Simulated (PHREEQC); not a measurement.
## Acid rinse or clean: speciation

Make-up at 25 °C: 91 mmol/kgw HCl, 5.3 mmol/kgw ZnSO4 and 19 mmol/kgw CuCl2. Closed to the air; pH follows from the charge balance.

Computed with PHREEQC (ion-association model, wateq4f.dat).

Precipitation was switched off in this run.

What pH, ionic strength does the model give?

pH 1.15; ionic strength 0.154 mol/kgw.

In which forms is Zn present?

Zn+2 86 %, ZnCl+ 10 %, ZnSO4 2.6 %, ZnCl2 0.7 % of the Zn.

Complexes and solids missing from the database can't appear.
